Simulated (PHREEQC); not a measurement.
A solution holds 0.0087 mol/kgw HCl, 0.027 mol/kgw MnSO4 and 3.7e-05 mol/kgw Na2SO4, at 59 °C. Closed to the air; pH follows from the charge balance.

Computed with PHREEQC (ion-association model, wateq4f.dat).

Task: The ionic strength comes out as 0.0650 mol/kgw. What activity coefficients do NaSO4-, H+, SO4-2, HSO4-, Na+ get?

Result: NaSO4- 0.80, H+ 0.83, SO4-2 0.41, HSO4- 0.79, Na+ 0.80.

This is a speciation only: nothing precipitates in the calculation. Species that the database lacks are ignored. At this temperature some constants are extrapolated from 25 °C, and those without enthalpy data are left unchanged.
